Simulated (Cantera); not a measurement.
A Cantera script and its output.

```python
import numpy as np
import cantera as ct

gas = ct.Solution("gri30.yaml")
gas.TPX = 1275, 101325, {'CH4': 1, 'C2H6': 0.057, 'O2': 2.78, 'N2': 10.5}
reactor = ct.IdealGasConstPressureReactor(gas, energy="on", clone=False)
net = ct.ReactorNet([reactor])
net.rtol, net.atol = 1e-08, 1e-16
show = ['CH4', 'C2H6', 'O2', 'OH', 'C2H2', 'CH3', 'O']
times = np.geomspace(3e-06, 2, 13)

steps = ct.SolutionArray(gas, extra=["t"])
rows = []
print(f"{'t/s':>10s}{'T/K':>9s}{'P/Pa':>11s}" + "".join(f"{s:>11s}" for s in show))
for t in times:
    while net.time < t:
        t_next = net.step()
        steps.append(gas.state, t=t_next)
    rows.append([np.interp(t, steps.t, y) for y in (steps.T, steps.P, *steps(*show).X.T)])
    print(f"{t:10.3e}{rows[-1][0]:9.1f}{rows[-1][1]:11.4g}" + "".join(f"{x:11.3e}" for x in rows[-1][2:]))
rate = np.gradient(steps.T, steps.t)
print("integrator steps:", len(steps.t))
if steps.T.max() > steps.T[0] + 200:
    print(f"time of steepest temperature rise: {steps.t[rate.argmax()]:.4e} s")
gas.TPX = 1275, 101325, {'CH4': 1, 'C2H6': 0.057, 'O2': 2.78, 'N2': 10.5}
gas.equilibrate("HP")
print(f"equilibrium (HP): T = {gas.T:.1f} K  " + "  ".join(f"{s} {gas[s].X[0]:.3e}" for s in show))
```

It prints:

```
       t/s      T/K       P/Pa        CH4       C2H6         O2         OH       C2H2        CH3          O
 3.000e-06   1275.0  1.013e+05  6.975e-02  3.976e-03  1.939e-01  1.769e-10  2.186e-17  1.795e-07  8.670e-11
 9.172e-06   1275.0  1.013e+05  6.975e-02  3.975e-03  1.939e-01  5.778e-10  8.949e-16  5.489e-07  2.658e-10
 2.804e-05   1275.0  1.013e+05  6.975e-02  3.975e-03  1.939e-01  1.853e-09  3.365e-14  1.679e-06  8.329e-10
 8.572e-05   1275.0  1.013e+05  6.975e-02  3.973e-03  1.939e-01  6.309e-09  1.252e-12  5.124e-06  2.714e-09
 2.621e-04   1275.0  1.013e+05  6.974e-02  3.965e-03  1.939e-01  2.898e-08  5.961e-11  1.554e-05  1.091e-08
 8.012e-04   1275.4  1.013e+05  6.962e-02  3.927e-03  1.938e-01  1.593e-07  5.453e-09  4.488e-05  5.285e-08
 2.449e-03   1282.1  1.013e+05  6.823e-02  3.731e-03  1.926e-01  6.589e-07  4.290e-07  8.690e-05  1.983e-07
 7.489e-03   2564.5  1.013e+05  3.354e-17  8.600e-33  4.309e-02  1.377e-02  1.032e-20  2.705e-16  4.103e-03
 2.289e-02   2556.3  1.013e+05  3.409e-17  8.824e-33  4.024e-02  1.322e-02  9.984e-21  2.662e-16  3.811e-03
 6.999e-02   2555.5  1.013e+05  3.415e-17  8.846e-33  3.997e-02  1.317e-02  9.951e-21  2.658e-16  3.783e-03
 2.140e-01   2555.5  1.013e+05  3.415e-17  8.846e-33  3.997e-02  1.317e-02  9.951e-21  2.658e-16  3.783e-03
 6.542e-01   2555.5  1.013e+05  3.415e-17  8.846e-33  3.997e-02  1.317e-02  9.951e-21  2.658e-16  3.783e-03
 2.000e+00   2555.5  1.013e+05  3.415e-17  8.846e-33  3.997e-02  1.317e-02  9.951e-21  2.658e-16  3.783e-03
integrator steps: 2082
time of steepest temperature rise: 4.1726e-03 s
equilibrium (HP): T = 2555.5 K  CH4 4.725e-17  C2H6 1.516e-32  O2 3.997e-02  OH 1.317e-02  C2H2 1.092e-20  CH3 3.677e-16  O 3.783e-03
```

Model: GRI-Mech 3.0 (53 species, 325 reactions), integrated in Cantera.
